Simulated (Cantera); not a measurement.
A perfectly stirred reactor is fed with C2H6 : N2 = 1 : 14 (molar parts), at 10.00 Torr; it is held at 1950 K, and followed from long to short residence time.

Model: GRI-Mech 3.0 (53 species, 325 reactions), integrated in Cantera. GRI-Mech 3.0 stops at C3 and has no aromatics, soot or wall deposition, so with more carbon than oxygen in the feed, carbon stays in small species such as C2H2 where larger ones or solid carbon would form. Radical loss at walls, strong at low pressure, is not modelled.

Q: What does this change do: temperature 1950 to 1975 K?

A: 
```csv
quantity,before,after
x(C2H6) at τ = 3.10 s,1.56e-6,1.31e-6
x(C2H4) at τ = 3.10 s,1.03e-5,8.55e-6
x(CH2) at τ = 3.10 s,6.56e-6,7.12e-6
x(HCN) at τ = 3.10 s,0.00253,0.00323
x(CH3) at τ = 3.10 s,0.000308,0.000293
x(C2H6) at τ = 34.0 ms,0.000143,0.000123
x(C2H4) at τ = 34.0 ms,0.000800,0.000705
x(CH2) at τ = 34.0 ms,4.81e-5,5.15e-5
x(HCN) at τ = 34.0 ms,0.000204,0.000245
x(CH3) at τ = 34.0 ms,0.00330,0.00324
```
